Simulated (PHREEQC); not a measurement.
Model water analysis in mmol/kgw, 25 °C, pH 3.14, pe 8.9: Na 60.1; K 0.0971; Ca 3.6; Mg 7.71; Cl 20.2; S(6) 31.4; Fe(3) 0.0557.

Cl is adjusted to close the charge balance.
Valence states are taken as typed.

Model: ion-association model, phreeqc.dat, run in PHREEQC.

**Question.** The ionic strength comes out as 0.102 mol/kgw. What activity coefficients do CaHSO4+, SO4-2, Fe+3, Fe(OH)2+, FeSO4+ get?

**Answer.** CaHSO4+ 0.78, SO4-2 0.37, Fe+3 0.18, Fe(OH)2+ 0.79, FeSO4+ 0.78.

No solid was allowed to form. Examples of supersaturated solids here: Jarosite-K, Hematite (slow to form). Others may be too. Species that the database lacks are ignored.
